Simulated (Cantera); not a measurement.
What does this Cantera script print?

```python
import numpy as np
import cantera as ct

gas = ct.Solution("gri30.yaml", transport_model="mixture-averaged")
show = ['H2O', 'CH4', 'C2H2']

rows = []
print(f"{'T/K':>7s}{'rho':>11s}{'cp':>10s}{'mu':>11s}{'lambda':>11s}{'Pr':>7s}" + "".join(f"{'D_' + s:>11s}" for s in show))
for T in [400, 600, 800, 1000, 1200, 1400, 1600, 1800, 2000]:
    gas.TPX = T, 78, {'O2': 0.47, 'CO2': 0.78, 'N2O': 0.56}
    Pr = gas.cp_mass * gas.viscosity / gas.thermal_conductivity
    D = [gas.mix_diff_coeffs_mole[gas.species_index(s)] for s in show]
    rows.append([gas.density, gas.cp_mass, gas.viscosity, gas.thermal_conductivity, Pr, *D])
    print(f"{T:7g}{gas.density:11.4e}{gas.cp_mass:10.1f}{gas.viscosity:11.4e}"
          f"{gas.thermal_conductivity:11.4e}{Pr:7.3f}" + "".join(f"{d:11.4e}" for d in D))
print("SI units: kg/m3, J/kg/K, Pa s, W/m/K, m2/s")
```

Output:

```
    T/K        rho        cp         mu     lambda     Pr      D_H2O      D_CH4     D_C2H2
    400 9.5903e-04     949.4 2.0836e-05 2.7366e-02  0.723 4.0399e-02 4.0316e-02 2.9306e-02
    600 6.3935e-04    1069.5 2.8982e-05 4.2681e-02  0.726 8.8356e-02 8.2844e-02 6.1068e-02
    800 4.7951e-04    1153.2 3.5953e-05 5.6872e-02  0.729 1.5073e-01 1.3621e-01 1.0114e-01
   1000 3.8361e-04    1211.8 4.2160e-05 6.9923e-02  0.731 2.2554e-01 1.9919e-01 1.4854e-01
   1200 3.1968e-04    1250.8 4.7828e-05 8.2012e-02  0.729 3.1149e-01 2.7098e-01 2.0261e-01
   1400 2.7401e-04    1281.4 5.3094e-05 9.3313e-02  0.729 4.0764e-01 3.5099e-01 2.6289e-01
   1600 2.3976e-04    1305.5 5.8047e-05 1.0397e-01  0.729 5.1332e-01 4.3877e-01 3.2902e-01
   1800 2.1312e-04    1324.4 6.2750e-05 1.1411e-01  0.728 6.2803e-01 5.3398e-01 4.0074e-01
   2000 1.9181e-04    1339.6 6.7249e-05 1.2380e-01  0.728 7.5137e-01 6.3633e-01 4.7783e-01
SI units: kg/m3, J/kg/K, Pa s, W/m/K, m2/s
```

Cantera simulation using GRI-Mech 3.0 (53 species, 325 reactions); the numbers are that mechanism's predictions, not measurements. The composition is frozen, though it would react at the higher temperatures.
